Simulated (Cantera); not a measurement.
Feed: 1 mol Al, 6.8 mol N2, 280 mol H2, at 1073.15 K and 0.0900 Torr.

Cantera equilibrium calculation (NASA polynomials, part measured and part estimated; ideal gas, pure solids and liquids). Candidate condensed phases: Al, AlN; 13 gas species. Rates play no part.

**Question.** What is the equilibrium state?

**Answer.** 
| Property | Value |
|---|---|
| x(H2) | 0.978 |
| x(N2) | 0.0220 |
| x(H) | 1.27e-6 |
| n(AlN(s)) | 1.00 mol |
| gas amount | 286.3 mol |
| log10 activity of Al(l) (absent) | -7.10 |
